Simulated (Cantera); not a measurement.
## TiCl4 + H2O (titanium nitride, carbide and oxide coatings)

Input: 1 mol TiCl4, 2.7 mol H2O, at 852 °C and 320 Pa.

These are equilibrium values from Cantera (NASA tables, ideal gas, pure condensed phases), not measurements of a reactor. Candidate condensed phases: H2O, Ti, TiCl2, TiCl3, TiCl4, TiO, TiO2, Ti2O3, Ti3O5, Ti4O7; 23 gas species. Condensed phases not in the tables: TiOCl. Kinetics and transport are ignored.

- x(HCl) = 0.851
- x(H2O) = 0.149
- x(Cl) = 8.54e-5
- x(H2) = 4.83e-5
- x(Cl2) = 5.54e-6
- n(TiO2(rutile)) = 1.00 mol
- gas amount = 4.700 mol
- log10 activity of Ti4O7(s) (absent) = -6.85
- log10 activity of Ti3O5(s) (absent) = -7.06
- log10 activity of Ti2O3(s) (absent) = -7.48
